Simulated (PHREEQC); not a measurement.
A solution holds 0.0044 mol/kgw CdCl2, 0.71 mol/kgw KCl and 0.0015 mol/kgw HCl, at 5 °C. Closed to the air; pH follows from the charge balance.

Computed with PHREEQC (ion-association model, wateq4f.dat).

No solid was allowed to form.

Problem. What pH, activity of water does the model give?

Solution. pH 2.94; activity of water 0.976.

Problem. In which forms is Cd present?

Solution. CdCl2 44 %, CdCl+ 40 %, CdCl3- 14 %, Cd+2 2.3 % of the Cd.

Caution: at this ionic strength the ion-association model is outside its range; a Pitzer model would be the better tool where its parameters exist. Complexes and solids missing from the database can't appear. Away from 25 °C the constants follow the database's enthalpies or fits; those with neither stay at their 25 °C values.
